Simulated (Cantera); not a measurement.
Cantera run:

```python
import numpy as np
import cantera as ct

gas_names = """
    TaO2 O2 C2H5OH OH C2H2,acetylene
""".split()
cond_names = """
    Ta(cr) Ta(L)
""".split()


def load(file, names, dense=False):
    # The tables refer to 1 bar. Condensed volumes are neglected.
    table = {s.name: s for s in ct.Species.list_from_file(file)}
    out = []
    for n in names:
        d = dict(table[n].input_data)
        d["thermo"] = dict(d["thermo"], **{"reference-pressure": 1e5})
        if dense:
            d["equation-of-state"] = {"model": "constant-volume", "density": "1e6 g/cm^3"}
        out.append(ct.Species.from_dict(d))
    return out


species = {s.name: s for s in load("nasa_gas.yaml", gas_names) + load("nasa_condensed.yaml", cond_names)}
# Each term lists the table entries of one substance; the one whose range holds T is used.
reactions = {
    'TaO2(g) = Ta + O2(g)':
        [(-1, ['TaO2']), (1, ['Ta(cr)', 'Ta(L)']), (1, ['O2'])],
    '3 TaO2(g) + 2 C2H5OH(g) = 8 OH(g) + 2 C2H2(g) + 3 Ta':
        [(-3, ['TaO2']), (-2, ['C2H5OH']), (8, ['OH']), (2, ['C2H2,acetylene']), (3, ['Ta(cr)', 'Ta(L)'])],
}


def pick(names, T):
    return next(species[n] for n in names if species[n].thermo.min_temp <= T <= species[n].thermo.max_temp)


results = []
for label, terms in reactions.items():
    print(label)
    print("     T/K   dH/kJ  dS/(J/K)   dG/kJ   log10 K")
    for T in [300, 423, 573, 723, 873, 1023, 1173, 1323]:
        used = [(nu, pick(names, T)) for nu, names in terms]
        dH = sum(nu * s.thermo.h(T) for nu, s in used) / 1e6
        dS = sum(nu * s.thermo.s(T) for nu, s in used) / 1e3
        dG = dH - T * dS / 1e3
        logK = -dG * 1e6 / (ct.gas_constant * T * np.log(10))
        results.append((label, T, dH, dS, dG, logK, [s.name for _, s in used]))
        print(f"{T:8g} {dH:8.1f} {dS:8.1f} {dG:8.1f} {logK:8.2f}")
```

It prints:

```
TaO2(g) = Ta + O2(g)
     T/K   dH/kJ  dS/(J/K)   dG/kJ   log10 K
     300    200.9    -33.6    210.9   -36.73
     423    202.0    -30.4    214.8   -26.53
     573    203.1    -28.2    219.2   -19.98
     723    204.0    -26.7    223.3   -16.14
     873    205.0    -25.5    227.3   -13.60
    1023    206.1    -24.3    231.0   -11.79
    1173    207.2    -23.3    234.6   -10.45
    1323    208.4    -22.4    238.0    -9.40
3 TaO2(g) + 2 C2H5OH(g) = 8 OH(g) + 2 C2H2(g) + 3 Ta
     T/K   dH/kJ  dS/(J/K)   dG/kJ   log10 K
     300   1843.8    595.0   1665.3  -289.95
     423   1858.8    637.2   1589.3  -196.25
     573   1871.3    662.7   1491.5  -135.96
     723   1878.8    674.5   1391.1  -100.50
     873   1883.2    680.1   1289.5   -77.15
    1023   1885.7    682.7   1187.2   -60.62
    1173   1887.0    684.0   1084.7   -48.30
    1323   1887.9    684.7    982.1   -38.77
```

Source: NASA polynomial tables (part measured, part estimated), evaluated in Cantera. Condensed species are held in their standard states even where they would react or evaporate.
